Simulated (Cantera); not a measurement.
Feed: 1 mol Si₃N₄, 0.14 mol H₂O, 440 mol N₂, 2.8 mol N₂O, held at 150000 Pa.

Method: chemical equilibrium by Gibbs-energy minimisation in Cantera with the NASA 1993 tables (ideal gas, pure condensed phases). Candidate condensed phases: H₂O, Si, SiO₂, Si₂N₂O, Si₃N₄; 35 gas species. Equilibrium is a limit: real reactors are often held back by kinetics, nucleation or transport. All values below are at 1973 K.

Base state: N₂ 0.993, SiO 0.00643, H₂ 0.000303, H 1.92e-5 (mole fractions); condensed: Si₂N₂O(s).

Q: What changes in the equilibrium state with this change: Si₃N₄ replaced by SiC?

A: 
| species | before | after |
|---|---|---|
| N₂ | 0.993 | 0.997 |
| CO | 0 | 0.00219 |
| H₂ | 0.000303 | 0.000270 |
| SiO | 0.00643 | 0.000236 |
| CO₂ | 0 | 6.46e-5 |
| H₂O | 6.92e-8 | 3.58e-5 |
| H | 1.92e-5 | 1.81e-5 |
| Si₂N₂O(s), mol | 0.0596 | 0 |
| SiO₂(condensed), mol | 0 | 0.895 |
The tables hold silica as quartz up to 1696 K and as liquid above; real silica turns to tridymite and cristobalite and melts near 1996 K. Further candidate phases: C, C₆H₆, C₇H₈, C₈H₁₈, SiC.
